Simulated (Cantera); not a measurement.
## C₃H₈ + H₂ (carbon deposition, reforming and gasification)

Input: 1 mol C₃H₈, 8.9 mol H₂, held at 560 Pa.

Method: chemical equilibrium by Gibbs-energy minimisation in Cantera with the NASA 1993 tables (ideal gas, pure condensed phases). Candidate condensed phases: C, C₆H₆, C₇H₈, C₈H₁₈; 76 gas species. Rates play no part.

| T (°C) | log p H₂ | log p CH₄ | log p H | log p C₂H₂ (acetylene) | log p CH₃ | log p C₂H₄ | log p C₄H₂ | n C(graphite) |
|---|---|---|---|---|---|---|---|---|
| 552 | -2.25 | -4.55 | -12.23 | -13.70 | -13.35 | -11.17 | <-14 | 2.94 |
| 652 | -2.25 | -5.15 | -10.71 | -12.15 | -12.39 | -10.90 | <-14 | 2.98 |
| 752 | -2.25 | -5.64 | -9.49 | -10.91 | -11.63 | -10.68 | <-14 | 2.99 |
| 852 | -2.25 | -6.04 | -8.48 | -9.89 | -11.00 | -10.51 | <-14 | 3.00 |
| 952 | -2.25 | -6.39 | -7.63 | -9.04 | -10.48 | -10.37 | <-14 | 3.00 |
| 1052 | -2.25 | -6.68 | -6.91 | -8.32 | -10.04 | -10.26 | <-14 | 3.00 |
| 1152 | -2.25 | -6.93 | -6.29 | -7.70 | -9.66 | -10.16 | -13.58 | 3.00 |
| 1252 | -2.25 | -7.15 | -5.75 | -7.17 | -9.34 | -10.07 | -12.50 | 3.00 |
| 1352 | -2.25 | -7.34 | -5.28 | -6.70 | -9.05 | -10.00 | -11.56 | 3.00 |
| 1452 | -2.25 | -7.51 | -4.86 | -6.29 | -8.80 | -9.94 | -10.73 | 3.00 |
log p: log10 of the partial pressure in bar; n: condensed amount in mol.

From 552 °C to 1452 °C the condensed part is C(graphite). The main C-bearing gas is CH₄ at 552 °C and C₂H₂ (acetylene) at 1452 °C.
